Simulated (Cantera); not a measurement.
An adiabatic, constant-volume homogeneous reactor starts with 2.45 % CH₄, 2.94 % CO, 19.9 % O₂, 74.7 % N₂, at 1050 K and 72000 Pa.

Model: GRI-Mech 3.0 (53 species, 325 reactions), integrated in Cantera.

Task: Predict: time of steepest temperature rise; temperature at 9.00 s; equilibrium temperature; x(CO) at 9.00 s; x(O₂) at 9.00 s; x(N₂O) at 9.00 s.

Result: 
| Property | Value |
|---|---|
| time of steepest temperature rise | 0.285 s |
| temperature at 9.00 s | 2006 K |
| equilibrium temperature | 2006 K |
| x(CO) at 9.00 s | 0.000179 (gas-phase equilibrium 0.000179) |
| x(O₂) at 9.00 s | 0.134 (gas-phase equilibrium 0.134) |
| x(N₂O) at 9.00 s | 3.91e-7 (gas-phase equilibrium 3.91e-7) |
